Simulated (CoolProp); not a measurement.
Properties of nitrous oxide along the isobar 1.25 bar (Tc = 36.4 °C, pc = 72.45 bar, ω = 0.161).

The numbers come from the reference Helmholtz-energy equation of state, Lemmon 2006 in CoolProp. It is a short technical equation, of lower accuracy than the large ones.

```tsv
T (°C)	phase	density (kg/m³)	cp (kJ/(kg K))	Joule-Thomson coefficient (K/MPa)	isothermal compressibility (1/MPa)
-77.45	gas	3.472	0.8091	34.74	8.229
-71.55	gas	3.362	0.8068	31.13	8.203
-65.65	gas	3.259	0.8072	28.21	8.182
-59.85	gas	3.164	0.8094	25.83	8.164
-53.95	gas	3.074	0.8127	23.78	8.149
-48.05	gas	2.989	0.8169	22.03	8.136
-42.25	gas	2.910	0.8215	20.52	8.125
-36.35	gas	2.834	0.8265	19.17	8.115
-30.45	gas	2.762	0.8318	17.97	8.106
-24.65	gas	2.695	0.8372	16.92	8.098
-18.75	gas	2.630	0.8428	15.94	8.091
```
